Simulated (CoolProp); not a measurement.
A single-stage vapour-compression cycle with chloromethane (R40): evaporating at 238.15 K (dew point), condensing at 265.15 K (bubble point), superheat 10 K, subcooling 2 K, compressor efficiency 0.65, no pressure losses. Each further row changes one setting.

Computed with CoolProp (reference Helmholtz-energy equation of state, Thol 2014).

```
case                              cooling COP  pressure ratio  discharge temperature (K)  refrigerating effect (kJ/kg)  volumetric capacity (kJ/m³)
--------------------------------  -----------  --------------  -------------------------  ----------------------------  ---------------------------
as stated                                 [?]            3.17                      348.0                           408                          623
evaporating temperature 243.15 K         6.49             [?]                        [?]                           411                          782
condensing temperature 260.15 K          6.34            2.61                      330.7                           415                          635
subcooling 7 K                           5.18            3.17                      348.0                           415                          635
superheat 20 K                           4.97            3.17                      360.4                           416                          608
compressor efficiency 0.55               4.30            3.17                        [?]                           408                          623
```

Problem. Fill in the missing entries.

Solution. 
- as stated, cooling COP: 5.08
- evaporating temperature 243.15 K, pressure ratio: 2.50
- evaporating temperature 243.15 K, discharge temperature (K): 332.5
- compressor efficiency 0.55, discharge temperature (K): 364.0
